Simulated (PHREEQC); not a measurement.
Synthetic water in mg/kgw, 25 °C, pH 6.56, pe 2.3:

```json
[
 {"constituent": "Na", "mg/kgw": "10"},
 {"constituent": "K", "mg/kgw": "15.9"},
 {"constituent": "Ca", "mg/kgw": "175"},
 {"constituent": "Mg", "mg/kgw": "26.8"},
 {"constituent": "Cl", "mg/kgw": "121"},
 {"constituent": "S(6) as SO4", "mg/kgw": "298"},
 {"constituent": "Alkalinity as HCO3", "mg/kgw": "122"},
 {"constituent": "Sr", "mg/kgw": "0.402"},
 {"constituent": "N(-3) as NH4", "mg/kgw": "0.0362"},
 {"constituent": "Mn(2)", "mg/kgw": "0.886"},
 {"constituent": "Fe(2)", "mg/kgw": "2.86"}
]
```

Valence states are taken as typed.

Computed with PHREEQC (ion-association model, wateq4f.dat).

Question: The ionic strength comes out as 0.0170 mol/kgw. What activity coefficients do SO4-2, K+, HCO3-, MgHCO3+, CaHCO3+ get?

Answer: SO4-2 0.60, K+ 0.87, HCO3- 0.88, MgHCO3+ 0.88, CaHCO3+ 0.89.

This is a speciation only: nothing precipitates in the calculation.
